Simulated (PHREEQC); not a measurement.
3.3 g of hydrous ferric oxide (600 m²/g; 0.2 weak and 0.005 strong sites per Fe, Dzombak-Morel constants, diffuse double layer) in 1 kg of water with 0.05 mol/kgw of an inert sodium salt and 0.0008 mol/kgw NaF, at 25 °C; the pH is set by adding NaOH or the inert anion's acid. Oxygen alone is held at its pressure in air (log pO2 = -0.68). CO2 from the air is kept out. Precipitation was switched off in this run.

Computed with PHREEQC (ion-association model, wateq4f.dat).

Question: Predict F sorbed (%), surface charge σ (C/m²), surface potential ψ (mV) at pH = 6.33, 7, 8.33, 9, 10.33.

Answer: 
```json
[
 {"pH": "6.33", "F sorbed (%)": "80.1", "surface charge σ (C/m²)": "0.059", "surface potential ψ (mV)": "79"},
 {"pH": "7", "F sorbed (%)": "57.5", "surface charge σ (C/m²)": "0.030", "surface potential ψ (mV)": "50"},
 {"pH": "8.33", "F sorbed (%)": "10.8", "surface charge σ (C/m²)": "-0.006", "surface potential ψ (mV)": "-12"},
 {"pH": "9", "F sorbed (%)": "3.2", "surface charge σ (C/m²)": "-0.026", "surface potential ψ (mV)": "-45"},
 {"pH": "10.33", "F sorbed (%)": "0.3", "surface charge σ (C/m²)": "-0.098", "surface potential ψ (mV)": "-103"}
]
```

The oxide is taken as insoluble; below pH 4 it would dissolve.
